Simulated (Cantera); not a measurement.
Charge: 1 mol B, 1 mol H2O, 4.9 mol H2, held at 800 °C and 12.0 mbar.

Equilibrium computed with Cantera from the NASA thermochemical tables; the gas is ideal and each condensed phase is pure. Candidate condensed phases: B, B2O3, B3O3H3, H2O; 23 gas species. Mutual solubility and eutectic melting of coexisting phases are not modelled. Equilibrium is a limit: real reactors are often held back by kinetics, nucleation or transport.

Base state: H2 0.999, B3O3H3 0.000707, HBO 4.60e-5 (mole fractions); condensed: B(s) + B2O3(l).

Problem. What changes in the equilibrium state with this change: temperature from 800 °C to 1025 °C?

Solution. 
| species | before | after |
|---|---|---|
| H2 | 0.999 | 0.997 |
| HBO | 4.60e-5 | 0.00256 |
| B3O3H3 | 0.000707 | 0.000760 |
| B2O2 | 8.12e-8 | 9.23e-5 |
| B2O3 | 7.18e-9 | 1.47e-5 |
| HBO2 | 2.81e-7 | 3.75e-5 |
| B(s), mol | 0.329 | 0.324 |
| B2O3(l), mol | 0.329 | 0.323 |
